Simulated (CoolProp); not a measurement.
Vapour-liquid equilibrium of carbon dioxide (1) + R134a (2) at 1.35 °C; x and y are mole fractions of (1).

The numbers come from the multi-fluid Helmholtz-energy mixture model, Span 1996 and Tillner-Roth 1994; pair parameters Bell 2016 in CoolProp.

| x | bubble pressure (MPa) | y at the bubble point | dew pressure at overall composition x (MPa) | liquid density (mol/L) |
|---|---|---|---|---|
| 0.05 | 0.4245 | 0.289 | 0.3229 | 12.94 |
| 0.2 | 0.8353 | 0.670 | 0.3801 | 13.89 |
| 0.35 | 1.299 | 0.811 | 0.4608 | 14.94 |
| 0.5 | 1.783 | 0.881 | 0.5837 | 16.09 |
| 0.65 | 2.278 | 0.925 | 0.7953 | 17.38 |
| 0.8 | 2.799 | 0.958 | 1.247 | 18.80 |
| 0.95 | 3.389 | 0.989 | 2.660 | 20.35 |

No azeotrope shows between x = 0.05 and 0.95.

The pair parameters rest on a limited set of measurements; away from them the model extrapolates.
